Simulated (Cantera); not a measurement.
## Equilibrium for silicon carbide growth: Si(CH3)4 + C2H2 + H2

Feed: 1 mol Si(CH3)4, 1.1 mol C2H2, 100 mol H2, at 1.00 bar.

These are equilibrium values from Cantera (NASA tables, ideal gas, pure condensed phases), not measurements of a reactor. Candidate condensed phases: C, C6H6, C7H8, C8H18, Si, SiC; 87 gas species. Gases not in the tables: Si2H6 and higher silanes. Equilibrium is a limit: real reactors are often held back by kinetics, nucleation or transport.

From 1350 °C to 2150 °C the condensed part is C(graphite) + SiC(s). The main Si-bearing gas is SiH2 at 1350 °C and Si at 2150 °C.

```json
[
 {"T (°C)": "1350", "x H2": "0.998", "x H": "6.91e-5", "x C2H2 (acetylene)": "3.48e-5", "x CH4": "0.00148", "x Si": "1.78e-9", "x SiH": "3.56e-9", "x SiH2": "7.34e-8", "n C(graphite)": "5.03", "n SiC(s)": "1.000"},
 {"T (°C)": "1450", "x H2": "0.999", "x H": "0.000182", "x C2H2 (acetylene)": "9.04e-5", "x CH4": "0.00100", "x Si": "1.64e-8", "x SiH": "2.36e-8", "x SiH2": "2.83e-7", "n C(graphite)": "5.07", "n SiC(s)": "1.000"},
 {"T (°C)": "1550", "x H2": "0.999", "x H": "0.000433", "x C2H2 (acetylene)": "0.000211", "x CH4": "0.000712", "x Si": "1.18e-7", "x SiH": "1.26e-7", "x SiH2": "9.37e-7", "n C(graphite)": "5.08", "n SiC(s)": "1.000"},
 {"T (°C)": "1650", "x H2": "0.998", "x H": "0.000941", "x C2H2 (acetylene)": "0.000450", "x CH4": "0.000523", "x Si": "6.92e-7", "x SiH": "5.65e-7", "x SiH2": "2.74e-6", "n C(graphite)": "5.05", "n SiC(s)": "1.000"},
 {"T (°C)": "1750", "x H2": "0.997", "x H": "0.00190", "x C2H2 (acetylene)": "0.000890", "x CH4": "0.000397", "x Si": "3.39e-6", "x SiH": "2.18e-6", "x SiH2": "7.18e-6", "n C(graphite)": "4.97", "n SiC(s)": "0.999"},
 {"T (°C)": "1850", "x H2": "0.994", "x H": "0.00358", "x C2H2 (acetylene)": "0.00165", "x CH4": "0.000309", "x Si": "1.43e-5", "x SiH": "7.37e-6", "x SiH2": "1.72e-5", "n C(graphite)": "4.81", "n SiC(s)": "0.996"},
 {"T (°C)": "1950", "x H2": "0.990", "x H": "0.00637", "x C2H2 (acetylene)": "0.00287", "x CH4": "0.000245", "x Si": "5.29e-5", "x SiH": "2.23e-5", "x SiH2": "3.78e-5", "n C(graphite)": "4.56", "n SiC(s)": "0.987"},
 {"T (°C)": "2050", "x H2": "0.984", "x H": "0.0108", "x C2H2 (acetylene)": "0.00476", "x CH4": "0.000198", "x Si": "0.000174", "x SiH": "6.10e-5", "x SiH2": "7.74e-5", "n C(graphite)": "4.17", "n SiC(s)": "0.960"},
 {"T (°C)": "2150", "x H2": "0.974", "x H": "0.0175", "x C2H2 (acetylene)": "0.00753", "x CH4": "0.000162", "x Si": "0.000521", "x SiH": "0.000153", "x SiH2": "0.000149", "n C(graphite)": "3.62", "n SiC(s)": "0.886"}
]
```
x: gas mole fraction; n: condensed amount in mol.
